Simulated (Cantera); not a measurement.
Feed: 1 mol Fe, 0.021 mol O₂, 3.9 mol CO, equilibrated at 1323 K and 44.0 Pa.

Cantera equilibrium calculation (NASA polynomials, part measured and part estimated; ideal gas, pure solids and liquids). Candidate condensed phases: C, Fe, Fe(CO)₅, FeO, Fe₂O₃, Fe₃O₄; 15 gas species. Rates play no part.

Base state: CO 0.989, CO₂ 0.0108 (mole fractions); condensed: Fe(γ).

What changes in the equilibrium state with this change: O₂ from 0.021 to 0.25 mol?


| species | before | after |
|---|---|---|
| CO | 0.989 | 0.872 |
| CO₂ | 0.0108 | 0.128 |
| Fe(γ), mol | 1.000 | 1.000 |
